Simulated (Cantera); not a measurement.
Boron, boron nitride and boron oxide: BCl3 + NH3 + H2

A closed system holds: 1 mol BCl3, 0.89 mol NH3, a varied amount of H2, equilibrated at 1500 K and 0.133 bar.

These are equilibrium values from Cantera (NASA tables, ideal gas, pure condensed phases), not measurements of a reactor. Candidate condensed phases: B, BN, NH4Cl; 21 gas species. The tables' values for BCl2, BCl are old estimates; treat these amounts as uncertain. Gases not in the tables: BHCl2. Kinetics and transport are ignored.

```tsv
n(H2) (mol)	log p HCl	log p H2	log p BCl3	log p N2	n BN(s)
0.15	-0.95	-1.95	-2.10	-2.83	0.825
0.22	-0.95	-1.88	-2.15	-2.95	0.840
0.34	-0.96	-1.78	-2.22	-3.16	0.858
0.52	-0.98	-1.66	-2.29	-3.48	0.874
0.79	-1.00	-1.52	-2.36	-3.91	0.883
1.2	-1.05	-1.39	-2.43	-4.44	0.888
1.8	-1.11	-1.28	-2.49	-5.01	0.889
2.8	-1.20	-1.17	-2.58	-5.67	0.890
4.3	-1.30	-1.09	-2.69	-6.32	0.890
```
log p: log10 of the partial pressure in bar; n: condensed amount in mol.

From 0.15 mol H2 to 4.3 mol H2 the condensed part is BN(s). The main B-bearing gas is BCl3 throughout.
